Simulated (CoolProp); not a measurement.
Vapour pressure (kPa) of isohexane: the reference equation beside estimates from Tc = 497.7 K, pc = 3043 kPa, ω = 0.280. Clausius-Clapeyron is anchored at 287.7 K with a constant enthalpy of vaporisation of 30.51 kJ/mol.

Model: reference Helmholtz-energy equation of state, Lemmon 2006, in CoolProp. It is a short technical equation, of lower accuracy than the large ones.

```json
[
 {"T (K)": "287.7", "reference": "17.98", "Lee-Kesler": "17.44", "Clausius-Clapeyron": "17.98", "van der Waals": "212.4", "Redlich-Kwong": "41.67", "Soave-Redlich-Kwong": "17.67", "Peng-Robinson": "18.25"},
 {"T (K)": "290.7", "reference": "20.55", "Lee-Kesler": "19.97", "Clausius-Clapeyron": "20.51", "van der Waals": "225.9", "Redlich-Kwong": "46.71", "Soave-Redlich-Kwong": "20.21", "Peng-Robinson": "20.81"},
 {"T (K)": "293.8", "reference": "23.51", "Lee-Kesler": "22.89", "Clausius-Clapeyron": "23.44", "van der Waals": "240.5", "Redlich-Kwong": "52.41", "Soave-Redlich-Kwong": "23.14", "Peng-Robinson": "23.77"},
 {"T (K)": "296.9", "reference": "26.80", "Lee-Kesler": "26.15", "Clausius-Clapeyron": "26.70", "van der Waals": "255.6", "Redlich-Kwong": "58.62", "Soave-Redlich-Kwong": "26.40", "Peng-Robinson": "27.06"},
 {"T (K)": "299.9", "reference": "30.34", "Lee-Kesler": "29.66", "Clausius-Clapeyron": "30.21", "van der Waals": "270.9", "Redlich-Kwong": "65.15", "Soave-Redlich-Kwong": "29.91", "Peng-Robinson": "30.58"},
 {"T (K)": "303", "reference": "34.37", "Lee-Kesler": "33.67", "Clausius-Clapeyron": "34.24", "van der Waals": "287.3", "Redlich-Kwong": "72.48", "Soave-Redlich-Kwong": "33.92", "Peng-Robinson": "34.61"},
 {"T (K)": "306", "reference": "38.68", "Lee-Kesler": "37.96", "Clausius-Clapeyron": "38.56", "van der Waals": "303.9", "Redlich-Kwong": "80.14", "Soave-Redlich-Kwong": "38.21", "Peng-Robinson": "38.90"},
 {"T (K)": "309.1", "reference": "43.58", "Lee-Kesler": "42.85", "Clausius-Clapeyron": "43.49", "van der Waals": "321.6", "Redlich-Kwong": "88.69", "Soave-Redlich-Kwong": "43.09", "Peng-Robinson": "43.77"},
 {"T (K)": "312.2", "reference": "48.96", "Lee-Kesler": "48.22", "Clausius-Clapeyron": "48.93", "van der Waals": "340.1", "Redlich-Kwong": "97.92", "Soave-Redlich-Kwong": "48.45", "Peng-Robinson": "49.13"},
 {"T (K)": "315.2", "reference": "54.65", "Lee-Kesler": "53.92", "Clausius-Clapeyron": "54.72", "van der Waals": "358.6", "Redlich-Kwong": "107.5", "Soave-Redlich-Kwong": "54.14", "Peng-Robinson": "54.79"},
 {"T (K)": "318.3", "reference": "61.08", "Lee-Kesler": "60.37", "Clausius-Clapeyron": "61.29", "van der Waals": "378.4", "Redlich-Kwong": "118.1", "Soave-Redlich-Kwong": "60.56", "Peng-Robinson": "61.19"},
 {"T (K)": "321.4", "reference": "68.10", "Lee-Kesler": "67.41", "Clausius-Clapeyron": "68.49", "van der Waals": "398.9", "Redlich-Kwong": "129.5", "Soave-Redlich-Kwong": "67.58", "Peng-Robinson": "68.16"},
 {"T (K)": "324.4", "reference": "75.48", "Lee-Kesler": "74.82", "Clausius-Clapeyron": "76.12", "van der Waals": "419.5", "Redlich-Kwong": "141.3", "Soave-Redlich-Kwong": "74.97", "Peng-Robinson": "75.49"},
 {"T (K)": "327.5", "reference": "83.75", "Lee-Kesler": "83.15", "Clausius-Clapeyron": "84.72", "van der Waals": "441.5", "Redlich-Kwong": "154.3", "Soave-Redlich-Kwong": "83.26", "Peng-Robinson": "83.71"}
]
```

Absolute difference from the reference over all 14 rows, mean and median: Lee-Kesler 1.8 and 1.8 %, Clausius-Clapeyron 0.4 and 0.3 %, van der Waals 696.3 and 661.8 %, Redlich-Kwong 106.3 and 105.3 %, Soave-Redlich-Kwong 1.2 and 1.2 %, Peng-Robinson 0.6 and 0.5 %.
